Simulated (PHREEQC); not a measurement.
A column of 0.2 m (40 cells, dispersivity 0.016 m, 720 s a shift, diffusion coefficient 3e-10 m²/s) holds 0.0088 eq of the database's cation exchanger X per kg of pore water, first in equilibrium with 0.00048 mol/kgw LiCl, 0.031 mol/kgw MnCl2 and 1e-05 mol/kgw HCl. It is flushed with 1.3 mmol/kgw SrCl2, 1.7 mmol/kgw PbCl2 and 0.01 mmol/kgw HCl, at 25 °C. Values are for the last cell. CO2 from the air is kept out. Precipitation was switched off in this run.

The series has 34 steps of pore volumes, from 0 to 4.963.

The numbers come from PHREEQC with the ion-association model, phreeqc.dat.

Q: After how many pore volumes does Pb at the outlet first reach half of its feed value?

A: By 2.7 pore volumes.

Q: After how many pore volumes does Sr at the outlet first reach half of its feed value?

A: By 2.4 pore volumes.
